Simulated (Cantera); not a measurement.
Input: 1 mol c-C4F8, 1.3 mol H2, equilibrated at 602 °C and 0.770 bar.

Equilibrium computed with Cantera from the NASA thermochemical tables; the gas is ideal and each condensed phase is pure. Candidate condensed phases: C, C6H6, C7H8, C8H18; 95 gas species. The feed counts by its element totals alone. Condensed phases not in the tables: fluorocarbon polymer. Gases not in the tables: C2F6 and larger saturated fluorocarbons. Kinetics and transport are ignored.

Base state: HF 0.658, CF4 0.342, H2F2 2.17e-5 (mole fractions); condensed: C(graphite).

What changes in the equilibrium state with this change: 1.8 mol CH4 added?


| species | before | after |
|---|---|---|
| HF | 0.658 | 0.902 |
| H2 | <1e-9 | 0.0953 |
| CH4 | <1e-9 | 0.00305 |
| CF4 | 0.342 | <1e-9 |
| H2F2 | 2.17e-5 | 4.07e-5 |
| C(graphite), mol | 2.65 | 5.77 |
